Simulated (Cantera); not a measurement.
An adiabatic, constant-pressure homogeneous reactor starts with H2 : O2 : N2 = 1.4 : 0.556 : 2.09 (molar parts), equivalence ratio 1.3, at 1275 K and 203 Torr.

Cantera simulation using GRI-Mech 3.0 (53 species, 325 reactions); the numbers are that mechanism's predictions, not measurements.

**Question.** Predict: time of steepest temperature rise; temperature at 4.00 s; equilibrium temperature; x(H2) at 4.00 s; x(O2) at 4.00 s; x(NO2) at 4.00 s; x(O) at 4.00 s; x(H2O) at 4.00 s; x(HO2) at 4.00 s.

**Answer.** 
```json
{
 "time_of_steepest_temperature_rise": "0.115 ms",
 "temperature at 4.00 s": "2692 K",
 "equilibrium_temperature": "2692 K",
 "x(H2) at 4.00 s": "0.0950 (gas-phase equilibrium 0.0950)",
 "x(O2) at 4.00 s": "0.00566 (gas-phase equilibrium 0.00566)",
 "x(NO2) at 4.00 s": "2.78e-7 (gas-phase equilibrium 2.78e-7)",
 "x(O) at 4.00 s": "0.00508 (gas-phase equilibrium 0.00508)",
 "x(H2O) at 4.00 s": "0.262 (gas-phase equilibrium 0.262)",
 "x(HO2) at 4.00 s": "1.76e-6 (gas-phase equilibrium 1.76e-6)"
}
```
